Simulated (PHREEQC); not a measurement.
A solution holds 0.26 mol Na2SO4, 0.24 mol K2SO4 and 0.056 mol KBr per kg of water, at 25 °C. Closed to the air; pH follows from the charge balance.

Model: Pitzer model, pitzer.dat, run in PHREEQC.

```tsv
quantity	before	after
pH	7.37	7.33
HSO4- (mol/kgw)	2.86e-7	2.26e-7
SI of Arcanite (K2SO4)	-0.76	-0.74
SI of Misenite (K8H6(SO4)7)	-48.29	-48.29
```

Task: What was changed between the two runs?
A. 0.0044 mol/kgw KOH added
B. Na2SO4 left out
C. KBr replaced by HBr at the same molality

Result: B, Na2SO4 left out

Precipitation was switched off in this run.
